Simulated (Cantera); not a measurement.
Cantera run:

```python
import numpy as np
import cantera as ct

gas_names = """
    Cu CuF CuF2 Cu2 F F2 H HF H2 H2F2 H3F3 H4F4 H5F5 H6F6 H7F7
""".split()
cond_names = """
    Cu(cr) Cu(L) CuF2(s) CuF2(L)
""".split()


def load(file, names, dense=False):
    # The tables refer to 1 bar. Condensed volumes are neglected.
    table = {s.name: s for s in ct.Species.list_from_file(file)}
    out = []
    for n in names:
        d = dict(table[n].input_data)
        d["thermo"] = dict(d["thermo"], **{"reference-pressure": 1e5})
        if dense:
            d["equation-of-state"] = {"model": "constant-volume", "density": "1e6 g/cm^3"}
        out.append(ct.Species.from_dict(d))
    return out


gas = ct.Solution(thermo="ideal-gas", species=load("nasa_gas.yaml", gas_names))
cond = {s.name: ct.Solution(thermo="fixed-stoichiometry", species=[s], name=s.name)
        for s in load("nasa_condensed.yaml", cond_names, dense=True)}
atoms = {
    'Cu': {'Cu': 1},
    'F2': {'F': 2},
    'H2': {'H': 2},
}
top_T = {}  # K; cautious upper limits of use, not melting points


def equilibrate(T, P, feed):
    n = {}
    for name, mol in feed.items():
        for a, k in atoms[name].items():
            n[a] = n.get(a, 0.0) + k * mol
    gas.TPX = T, P, n
    mass = sum(n.values()) * gas.mean_molecular_weight
    gas.equilibrate("TP")
    valid = [c for c in cond.values() if c.min_temp <= T <= top_T.get(c.name, c.max_temp)]
    mix = ct.Mixture([(gas, mass / gas.mean_molecular_weight)] + [(c, 0.0) for c in valid])
    mix.T, mix.P = T, P
    mix.equilibrate("TP", solver="vcs", rtol=1e-11, max_steps=5000)
    return mix


results = []
feed = {'Cu': 1, 'F2': 7.3, 'H2': 3.1}  # mol
P = 1000  # Pa
for T in [725, 800, 875, 950, 1025, 1100, 1175, 1250, 1325, 1400]:
    mix = equilibrate(T, P, feed)
    results.append((T, P, feed, dict(zip(mix.species_names, mix.species_moles))))

top = {s: max(r[3][s] / sum(r[3][g] for g in gas_names) for r in results) for s in gas_names}
cols = sorted((s for s in top if top[s] > 0.0001), key=lambda s: -top[s])[:6]
seen = [c for c in cond_names if any(r[3].get(c, 0) > 1e-12 for r in results)]
print("log10 of partial pressures in bar; condensed amounts in mol")
print(f"{'T/K':>10s}" + "".join(f"{s[:9]:>10s}" for s in cols + seen))
for T, P, feed, n in results:
    ng = sum(n[g] for g in gas_names)
    print(f"{T:10.4g}" + "".join(f"{np.log10(max(n[s] / ng * P / 1e5, 1e-99)):10.3f}" for s in cols)
          + "".join(f"{n.get(c, 0):10.4g}" for c in seen))
```

Output:

```
log10 of partial pressures in bar; condensed amounts in mol
       T/K        HF         F        F2      CuF2   CuF2(s)
       725    -2.184    -3.872    -2.480   -10.027         1
       800    -2.191    -3.335    -2.509    -8.268         1
       875    -2.208    -2.915    -2.587    -6.823    0.9998
       950    -2.238    -2.611    -2.754    -5.618    0.9974
      1025    -2.272    -2.428    -3.049    -4.599    0.9708
      1100    -2.301    -2.349    -3.466    -3.728     0.768
      1175    -2.336    -2.343    -3.956    -3.129         0
      1250    -2.339    -2.333    -4.378    -3.132         0
      1325    -2.340    -2.330    -4.764    -3.133         0
      1400    -2.341    -2.328    -5.113    -3.133         0
```

These are equilibrium values from Cantera (NASA tables, ideal gas, pure condensed phases), not measurements of a reactor.
